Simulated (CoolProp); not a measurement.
Computed with CoolProp (reference Helmholtz-energy equation of state, Lemmon 2006). It is a short technical equation, of lower accuracy than the large ones.

Give the vapour pressure (MPa), vapour density (kg/m³), liquid cp (kJ/(kg K)) of saturated hydrogen sulfide at -77.35, -22.05 °C.


```tsv
T (°C)	p (MPa)	vapour density (kg/m³)	liquid cp (kJ/(kg K))
-77.35	0.0392	0.829	2.01
-22.05	0.509	8.94	2.03
```
